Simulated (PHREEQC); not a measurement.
Dissolve 1.5 mol NaCl and 0.019 mol Na2B4O7 per kg of water at 20 °C. Closed to the air; pH follows from the charge balance.

The numbers come from PHREEQC with the Pitzer model, pitzer.dat.

```yaml
pH: 8.78
ionic_strength: 1.54 mol/kgw
activity_of_water: 0.948
density: 1.061 g/cm³
osmotic_coefficient: 0.949
total_alkalinity: 38.0 meq/kg
```

| species | molality | activity | log γ |
|---|---|---|---|
| Na+ | 1.54 | 1.12 | -0.139 |
| Cl- | 1.50 | 0.869 | -0.237 |
| B(OH)4- | 0.0324 | 0.00958 | -0.529 |
| B(OH)3 | 0.0302 | 0.0294 | -0.011 |
| B3O3(OH)4- | 0.00221 | 0.000499 | -0.646 |
| B4O5(OH)4-2 | 0.00170 | 2.29e-5 | -1.871 |
| OH- | 7.65e-6 | 3.87e-6 | -0.296 |
| H+ | 1.48e-9 | 1.68e-9 | 0.054 |

This is a speciation only: nothing precipitates in the calculation. In brines, pH and single-ion activities rest on the MacInnes convention.
